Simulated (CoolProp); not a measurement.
A closed Brayton cycle with carbon dioxide: compressor inlet 323.15 K and 8.4 MPa, high pressure 18.3 MPa, turbine inlet 840 K, compressor efficiency 0.85, turbine efficiency 0.93, recuperator effectiveness 0.9 (on enthalpy, no pinch check). Each further row changes one setting.

The numbers come from the reference Helmholtz-energy equation of state, Span 1996 in CoolProp.

| case | thermal efficiency (%) | net work (kJ/kg) | compressor to turbine work | compressor exit (K) | turbine exit (K) |
|---|---|---|---|---|---|
| as stated | 33.1 | 72.9 | 0.33 | 385.9 | 742.3 |
| turbine inlet 790 K | 31.7 | 65.6 | 0.36 | 385.9 | 695.9 |
| compressor inlet 333.15 K | 32.4 | 67.5 | 0.38 | 401.3 | 742.3 |
| high pressure 15.6 MPa | 31.0 | 60.0 | 0.32 | 372.8 | 761.9 |
| recuperator effectiveness 0.5 | 18.9 | 72.9 | 0.33 | 385.9 | 742.3 |
